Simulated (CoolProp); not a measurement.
Vapour-liquid equilibrium of R125 (1) + R227EA (2) at 7.15 kPa; x and y are mole fractions of (1).

Computed with CoolProp (multi-fluid Helmholtz-energy mixture model, Lemmon 2005 and Lemmon 2016; pair parameters Bell 2016).

```
x      bubble temperature, mixture model (K)  bubble temperature, Raoult's law (K)  y, mixture model  y, Raoult's law
-----  -------------------------------------  ------------------------------------  ----------------  ---------------
0.05                                   205.8                                 205.8             0.247            0.248
0.125                                  201.8                                 201.9             0.486            0.485
0.2                                    198.6                                 198.7             0.635            0.633
0.275                                  195.9                                 196.1             0.734            0.731
0.35                                   193.7                                 193.9             0.802            0.799
0.425                                  191.8                                 192.0             0.851            0.849
0.5                                    190.2                                 190.4             0.887            0.887
0.575                                  188.8                                 188.9             0.915            0.916
0.65                                   187.5                                 187.6             0.938            0.938
0.725                                  186.3                                 186.4             0.955            0.957
0.8                                    185.3                                 185.4             0.970            0.971
0.875                                  184.4                                 184.4             0.983            0.984
0.95                                   183.5                                 183.5             0.994            0.994
```

The largest gap from Raoult's law is -0.2 K in bubble temperature, at x = 0.425. No azeotrope shows between x = 0.05 and 0.95.

Pair parameters are fitted to limited data, so mixtures are less certain than the pure fluids.
